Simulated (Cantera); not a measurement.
## Diamond growth

A diamond (100) surface in a fixed gas of H2 with x(CH4) = 0.0074, x(CH3) = 5.4e-05, at 1075 K, 64.5 Torr; coverages are run to steady state.

Detailed kinetics in Cantera: the Harris–Goodwin 1993 mechanism for the reconstructed diamond (100) surface.

```csv
x(H),growth (µm/h),θ c6HH,θ c6H*,θ c6*H,θ c6**,θ c6HM
0.0001,0.327,0.589,0.0211,0.355,0.00525,0.0195
0.0002,0.653,0.556,0.0228,0.383,0.00813,0.0199
0.00039,1.12,0.539,0.0237,0.399,0.0108,0.0180
0.00077,1.71,0.532,0.0244,0.410,0.0129,0.0141
0.0015,2.27,0.530,0.0248,0.417,0.0142,0.00973
0.003,2.73,0.530,0.0251,0.421,0.0151,0.00587
0.0059,3.02,0.530,0.0253,0.424,0.0156,0.00331
0.012,3.20,0.530,0.0255,0.426,0.0159,0.00173
0.023,3.29,0.531,0.0258,0.426,0.0161,0.000929
```
θ: site fractions in the mechanism's names (c6HH fully hydrogenated, c6H* and c6*H radical sites, c6** diradical, c6HM methylated).
